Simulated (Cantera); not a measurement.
A freely propagating, adiabatic, planar premixed flame of 42.6 % H2, 7.32 % O2, 27.6 % N2, 22.6 % H2O, equivalence ratio 2.9, unburnt at 675 K and 76000 Pa; mixture-averaged transport, grid criteria slope 0.08 and curve 0.16, no radiation.

Detailed kinetics in Cantera: the H2/O2 subset of GRI-Mech 3.0, which has no nitrogen chemistry. Burning velocities carry a grid error of a few per cent, more on coarse grids.

x: mole fraction of selected species; z is measured from the peak of heat release.

```csv
z (mm),T (K),u (m/s),x H2,x O2,x H2O,x OH,x HO2,x O
-1.91,675,6.11,0.426,0.0732,0.226,<1e-8,<1e-8,<1e-8
-1.28,675,6.11,0.426,0.0732,0.226,<1e-8,<1e-8,<1e-8
-0.957,675,6.11,0.426,0.0732,0.226,<1e-8,1.03e-7,<1e-8
-0.638,675,6.11,0.425,0.0732,0.226,<1e-8,5.83e-6,1.20e-8
-0.319,715,6.41,0.418,0.0727,0.231,[?],0.000252,1.35e-5
-0.160,880,7.75,0.395,0.0663,0.251,[?],0.000172,0.000130
0,1132,9.80,0.349,0.0469,0.298,[?],7.88e-5,0.000635
0.160,1319,11.3,0.304,0.0206,0.351,[?],2.84e-5,0.000814
0.319,1413,12.1,0.284,0.00646,0.379,0.00133,8.24e-6,0.000457
0.638,1491,12.7,0.279,0.000674,0.391,0.00139,8.11e-7,0.000178
1.28,1557,13.2,0.284,7.85e-5,0.395,[?],1.06e-7,0.000101
2.55,1615,13.7,0.289,3.30e-5,0.397,[?],4.94e-8,5.17e-5
5.11,1659,14.0,0.293,1.39e-5,0.399,[?],2.28e-8,2.19e-5
```

Q: Some entries are withheld; supply them.

A: 
- -0.319, x OH: 5.03e-5
- -0.160, x OH: 0.000251
- 0, x OH: 0.000598
- 0.160, x OH: 0.00112
- 1.28, x OH: 0.00127
- 2.55, x OH: 0.00101
- 5.11, x OH: 0.000704
